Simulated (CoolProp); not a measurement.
A single-stage vapour-compression cycle with R152A: evaporating at 261.15 K (dew point), condensing at 329.15 K (bubble point), superheat 5 K, subcooling 8 K, compressor efficiency 0.6, no pressure losses. Each further row changes one setting.

Computed with CoolProp (reference Helmholtz-energy equation of state, Outcalt 1996). It is a modified Benedict-Webb-Rubin equation, recast in Helmholtz form.

```json
[
 {"case": "as stated", "cooling COP": "1.79", "pressure ratio": "8.13", "discharge temperature (K)": "390.1", "refrigerating effect (kJ/kg)": "217", "volumetric capacity (kJ/m³)": "1150"},
 {"case": "evaporating temperature 266.15 K", "cooling COP": "2.01", "pressure ratio": "6.69", "discharge temperature (K)": "384.4", "refrigerating effect (kJ/kg)": "221", "volumetric capacity (kJ/m³)": "1410"},
 {"case": "condensing temperature 324.15 K", "cooling COP": "1.99", "pressure ratio": "7.20", "discharge temperature (K)": "382.7", "refrigerating effect (kJ/kg)": "227", "volumetric capacity (kJ/m³)": "1200"},
 {"case": "subcooling 13 K", "cooling COP": "1.87", "pressure ratio": "8.13", "discharge temperature (K)": "390.1", "refrigerating effect (kJ/kg)": "227", "volumetric capacity (kJ/m³)": "1200"},
 {"case": "superheat 15 K", "cooling COP": "1.79", "pressure ratio": "8.13", "discharge temperature (K)": "401.7", "refrigerating effect (kJ/kg)": "228", "volumetric capacity (kJ/m³)": "1150"},
 {"case": "compressor efficiency 0.5", "cooling COP": "1.49", "pressure ratio": "8.13", "discharge temperature (K)": "407.6", "refrigerating effect (kJ/kg)": "217", "volumetric capacity (kJ/m³)": "1150"}
]
```
